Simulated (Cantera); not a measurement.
An isothermal, constant-pressure homogeneous reactor starts with 0.102 % CO, 2.31 % O2, 0.0166 % H2O, 92.5 % N2, 5.09 % H2, equivalence ratio 1.1, at 1523 K and 100000 Pa.

Cantera simulation using GRI-Mech 3.0 (53 species, 325 reactions); the numbers are that mechanism's predictions, not measurements. The temperature is held fixed by assumption; the heat of reaction is taken as removed at once.

x: mole fraction; the columns are a selection and need not sum to one.

| t (s) | x CO | x O2 | x H2O | x H2O2 | x HO2 | x NO2 | x H |
|---|---|---|---|---|---|---|---|
| 6.00e-5 | 0.00101 | 0.0216 | 0.00261 | 5.31e-8 | 4.92e-6 | <1e-12 | 0.00207 |
| 0.000165 | 0.000665 | 0.00451 | 0.0328 | 2.98e-7 | 1.45e-6 | 4.10e-10 | 0.0164 |
| 0.000452 | 0.000421 | 0.00244 | 0.0394 | 2.24e-7 | 8.37e-7 | 7.09e-10 | 0.00775 |
| 0.00124 | 0.000310 | 0.000871 | 0.0440 | 1.17e-7 | 3.20e-7 | 5.92e-10 | 0.00294 |
| 0.00341 | 0.000261 | (withheld) | 0.0460 | (withheld) | (withheld) | 3.07e-10 | (withheld) |
| 0.00935 | 0.000250 | (withheld) | 0.0465 | (withheld) | (withheld) | 1.11e-10 | (withheld) |
| 0.0257 | 0.000250 | 2.29e-6 | 0.0467 | 9.08e-10 | 9.74e-10 | 3.81e-11 | 0.000112 |
| 0.0705 | 0.000251 | 2.30e-7 | 0.0467 | 9.70e-11 | 8.71e-11 | 1.48e-11 | 3.53e-5 |
| 0.193 | 0.000251 | 2.34e-8 | 0.0467 | 9.78e-12 | 6.37e-12 | 7.57e-12 | 1.11e-5 |
| 0.531 | 0.000251 | 2.91e-9 | 0.0467 | 1.26e-12 | <1e-12 | 5.30e-12 | 3.97e-6 |
| 1.46 | 0.000251 | 8.17e-10 | 0.0467 | <1e-12 | <1e-12 | 4.43e-12 | 2.23e-6 |
| 4.00 | 0.000251 | 6.25e-10 | 0.0467 | <1e-12 | <1e-12 | 3.77e-12 | 1.98e-6 |

Task: Complete the blanks.

Result: 
- 0.00341, x O2: 0.000182
- 0.00341, x H2O2: 3.84e-8
- 0.00341, x HO2: 7.19e-8
- 0.00341, x H: 0.00105
- 0.00935, x O2: 2.23e-5
- 0.00935, x H2O2: 7.16e-9
- 0.00935, x HO2: 9.48e-9
- 0.00935, x H: 0.000351
